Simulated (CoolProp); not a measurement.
The fluid at 278.19 K and 4.36 MPa is throttled through a valve to 1.95 MPa with no heat exchange. The same conditions are run with several fluids, on thermodynamics alone (safety and materials aside).

Values from CoolProp's reference Helmholtz-energy equation of state of each fluid (ethane: Bücker 2006; o-xylene: Zhou 2012; dodecamethylpentasiloxane (MD3M): Thol 2019; R365MFC: Lemmon 2016; R1132(E): Akasaka 2024).

```tsv
fluid	temperature change (K)	final phase	final density (kg/m³)
ethane	-13.2	two-phase, vapour fraction 0.125	181
o-xylene	+1.2	liquid	[?]
dodecamethylpentasiloxane (MD3M)	+1.2	liquid	890
R365MFC	[?]	liquid	1300
R1132(E)	[?]	liquid	990
```

### Question
Some entries are withheld; supply them.

### Answer

- o-xylene, final density (kg/m³): 893
- R365MFC, temperature change (K): +0.8
- R1132(E), temperature change (K): +0.2
